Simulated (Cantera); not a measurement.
Input: 1 mol MgO, 1.3 mol Cl₂, 0.031 mol O₂, held at 0.710 bar.

Cantera equilibrium calculation (NASA polynomials, part measured and part estimated; ideal gas, pure solids and liquids). Candidate condensed phases: Mg, MgCl₂, MgO; 11 gas species. The numbers say what is thermodynamically allowed, not how fast it happens. All values below are at 1125 °C.

Base state: Cl₂ 0.720, MgCl₂ 0.154, O₂ 0.0978, Cl 0.0282, ClO 0.000210 (mole fractions); condensed: MgO(s).

What changes in the equilibrium state with this change: pressure from 0.710 bar to 16.0 mbar?


```tsv
species	before	after
MgCl₂	0.154	0.344
Cl₂	0.720	0.337
O₂	0.0978	0.190
Cl	0.0282	0.129
ClO	0.000210	0.000200
MgO(s), mol	0.775	0.400
```
